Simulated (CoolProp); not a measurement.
100 sccm (0 °C, 1 atm) of nitrogen bubbles through liquid n-perfluorohexane at 298 K and leaves saturated at a total pressure of 0.15 MPa (ideal gas phase). Each further row changes one setting.

Values from CoolProp's reference Helmholtz-energy equation of state, Gao 2022.

```tsv
case	vapour pressure (kPa)	mole fraction of vapour	delivery (mg/min)	delivery (sccm)	change of delivery for a bath 1 K warmer (%)
as stated	29.2	0.195	(withheld)	24.2	(withheld)
bath temperature 303 K	(withheld)	0.241	480	31.8	5.7
total pressure 0.3 MPa	29.2	0.0974	163	10.8	5.0
```

**Question.** Fill in the missing entries.

**Answer.** 
- as stated, delivery (mg/min): 365
- as stated, change of delivery for a bath 1 K warmer (%): 5.6
- bath temperature 303 K, vapour pressure (kPa): 36.2
